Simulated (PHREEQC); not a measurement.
0.5 mol of Basaluminite (Al4(OH)10SO4) is brought to equilibrium with 1 kg of water, at 25 °C under several pressures of CO2. Oxygen is held at 0.21 atm. Names ending in (a), (am) or -a are amorphous solids. Only these solids could form: Basaluminite, Al(OH)3(a).

Model: ion-association model, wateq4f.dat, run in PHREEQC.

```tsv
log pCO2 (atm)	pH	dissolved Al (mol/kgw)	dissolved S (mol/kgw)	CO2 (mol/kgw)	SO4-2 (mol/kgw)	Al+3 (mol/kgw)
-5	6.17	2.15e-6	5.39e-7	3.40e-7	5.39e-7	6.60e-9
-4.5	…	2.12e-6	5.31e-7	1.08e-6	5.31e-7	9.46e-9
-4	5.98	2.16e-6	5.39e-7	…	5.39e-7	2.01e-8
-3.5	…	2.46e-6	6.14e-7	1.08e-5	6.14e-7	6.20e-8
-3	5.55	3.23e-6	8.09e-7	…	8.08e-7	2.19e-7
-2.5	5.32	4.82e-6	1.21e-6	0.000108	1.20e-6	7.46e-7
-2	5.10	8.05e-6	2.01e-6	0.000340	2.00e-6	2.33e-6
-1.5	4.90	1.49e-5	3.71e-6	0.00108	3.64e-6	6.67e-6
-1	4.71	2.97e-5	7.42e-6	0.00340	7.08e-6	1.77e-5
-0.5	4.53	6.29e-5	1.57e-5	0.0108	1.41e-5	4.44e-5
0	4.37	0.000139	3.47e-5	0.0340	2.80e-5	0.000107
```

Some entries are withheld; supply them.


- -4.5, pH: 6.11
- -4, CO2 (mol/kgw): 3.40e-6
- -3.5, pH: 5.78
- -3, CO2 (mol/kgw): 3.40e-5

Complexes and solids missing from the database can't appear.
